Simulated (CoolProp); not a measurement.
Vapour pressure (MPa) of R236FA: the reference equation beside estimates from Tc = 124.9 °C, pc = 3.191 MPa, ω = 0.377. Clausius-Clapeyron is anchored at -38.25 °C with a constant enthalpy of vaporisation of 26.93 kJ/mol.

The numbers come from the reference Helmholtz-energy equation of state, Pan 2012 in CoolProp.

| T (°C) | reference | Clausius-Clapeyron | van der Waals | Redlich-Kwong | Soave-Redlich-Kwong | Peng-Robinson |
|---|---|---|---|---|---|---|
| -46.75 | 0.009579 | 0.009691 | 0.2021 | 0.03641 | 0.009455 | 0.009911 |
| -38.25 | 0.01626 | 0.01626 | 0.2516 | 0.05474 | 0.01604 | 0.01662 |
| -29.75 | 0.02639 | 0.02633 | 0.3089 | 0.07947 | 0.02603 | 0.02672 |
| -21.25 | 0.04112 | 0.04125 | 0.3744 | 0.1119 | 0.04063 | 0.04137 |
| -12.75 | 0.06186 | 0.06277 | 0.4486 | 0.1533 | 0.06125 | 0.06195 |
| -4.25 | 0.09019 | 0.09300 | 0.5320 | 0.2051 | 0.08956 | 0.09005 |
| 4.25 | 0.1279 | 0.1345 | 0.6251 | 0.2686 | 0.1274 | 0.1275 |
| 12.85 | 0.1776 | 0.1911 | 0.7295 | 0.3463 | 0.1774 | 0.1768 |
| 21.35 | 0.2403 | 0.2650 | 0.8433 | 0.4376 | 0.2409 | 0.2392 |
| 29.85 | 0.3188 | 0.3608 | 0.9678 | 0.5449 | 0.3205 | 0.3176 |
| 38.35 | 0.4156 | 0.4830 | 1.104 | 0.6693 | 0.4190 | 0.4144 |
| 46.85 | 0.5333 | 0.6367 | 1.251 | 0.8121 | 0.5391 | 0.5324 |
| 55.35 | 0.6746 | 0.8274 | 1.410 | 0.9747 | 0.6836 | 0.6746 |
| 63.85 | 0.8426 | 1.061 | 1.581 | 1.158 | 0.8554 | 0.8440 |

Absolute difference from the reference over all 14 rows, mean and median: Clausius-Clapeyron 9.0 and 6.4 %, van der Waals 578.9 and 349.7 %, Redlich-Kwong 122.8 and 102.5 %, Soave-Redlich-Kwong 0.9 and 1.0 %, Peng-Robinson 0.7 and 0.3 %.
